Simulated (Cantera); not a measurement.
Input: 1 mol MgSO₄, 0.2 mol CO₂, 0.17 mol O₂, equilibrated at 1.50 mbar.

These are equilibrium values from Cantera (NASA tables, ideal gas, pure condensed phases), not measurements of a reactor. Candidate condensed phases: C, Mg, MgCO₃, MgO, MgS, MgSO₄, S; 26 gas species. Equilibrium is a limit: real reactors are often held back by kinetics, nucleation or transport. All values below are at 850 K.

Base state: CO₂ 0.541, O₂ 0.459, SO₂ 2.39e-5 (mole fractions); condensed: MgSO₄(s).

**Question.** What changes in the equilibrium state with this change: 0.015 mol H₂S added?

**Answer.** 
```csv
species,before,after
CO₂,0.541,0.533
O₂,0.459,0.388
H₂O,0,0.0399
SO₂,2.39e-5,0.0296
SO₃,9.05e-6,0.0103
"MgSO₄(s), mol",1.000,1.00
```
Further candidate phases: C₆H₆, C₇H₈, C₈H₁₈, H₂O, H₂SO₄, Mg(OH)₂.
